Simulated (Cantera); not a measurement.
Feed: 1 mol SiCl4, 5.2 mol H2, held at 573 K and 10000 Pa.

These are equilibrium values from Cantera (NASA tables, ideal gas, pure condensed phases), not measurements of a reactor. Candidate condensed phases: Si; 19 gas species. Equilibrium is a limit: real reactors are often held back by kinetics, nucleation or transport.

Base state: H2 0.837, SiCl4 0.160, HCl 0.00137, SiHCl3 0.00137 (mole fractions); condensed: gas only.

**Question.** What changes in the equilibrium state with this change: 0.0084 mol NH3 added?

**Answer.** 
| species | before | after |
|---|---|---|
| H2 | 0.837 | 0.836 |
| SiCl4 | 0.160 | 0.159 |
| HCl | 0.00137 | 0.00447 |
| SiHCl3 | 0.00137 | 0.000420 |
| Si3N4(s), mol | 0 | 0.00210 |
Further candidate phases: NH4Cl, Si3N4.
